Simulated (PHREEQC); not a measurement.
**Metal-bearing waste water**

Make-up at 75 °C: 0.0022 mol/kgw FeCl3, 0.0022 mol/kgw MgSO4, 0.00025 mol/kgw NaF and 3.3e-05 mol/kgw NaCl. Closed to the air; pH follows from the charge balance.

Computed with PHREEQC (ion-association model, wateq4f.dat).

The pH is 2.77 and the ionic strength comes out as 0.0133 mol/kgw. The total alkalinity comes out as -4.40 meq/kg.

| species | molality | activity | log γ |
|---|---|---|---|
| Cl- | 0.00662 | 0.00580 | -0.057 |
| H+ | 0.00191 | 0.00171 | -0.048 |
| Mg+2 | 0.00173 | 0.00106 | -0.212 |
| SO4-2 | 0.00104 | 0.000629 | -0.218 |
| FeOH+2 | 0.000990 | 0.000599 | -0.218 |
| Fe(OH)2+ | 0.000667 | 0.000589 | -0.054 |
| MgSO4 | 0.000470 | 0.000472 | 0.001 |
| HSO4- | 0.000422 | 0.000371 | -0.055 |
| Na+ | 0.000282 | 0.000248 | -0.055 |
| FeSO4+ | 0.000257 | 0.000227 | -0.054 |
| FeF+2 | 0.000181 | 0.000109 | -0.218 |
| Fe+3 | 3.46e-5 | 1.27e-5 | -0.434 |
| FeF2+ | 2.31e-5 | 2.04e-5 | -0.054 |
| HF | 1.91e-5 | 1.92e-5 | 0.001 |

Precipitation was switched off in this run. The solution is supersaturated, for example in Jarosite-Na, Hematite (slow to form), so a real one may precipitate; this is no full list. At this temperature some constants are extrapolated from 25 °C, and those without enthalpy data are left unchanged. Fluoro complexes past AlF4- and FeF3 are missing from the database.
